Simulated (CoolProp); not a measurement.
Vapour-liquid equilibrium of ethane (1) + C3F8 (R218) (2) at 0.272 MPa; x and y are mole fractions of (1).

Computed with CoolProp (multi-fluid Helmholtz-energy mixture model, Bücker 2006 and Lemmon 2006; pair parameters Bell 2016).

### Question
Give the bubble temperature and the first vapour's composition at x = 0.5, 0.65, 0.95. Is there an azeotrope?

### Answer
x = 0.5: 210.6 K, y = 0.927; x = 0.65: 209.1 K, y = 0.938; x = 0.95: 205.8 K, y = 0.982. No azeotrope shows between x = 0.05 and 0.95.

The pair parameters rest on a limited set of measurements; away from them the model extrapolates. With so large a gap from Raoult's law the liquid may split in two, which this calculation doesn't test in full.
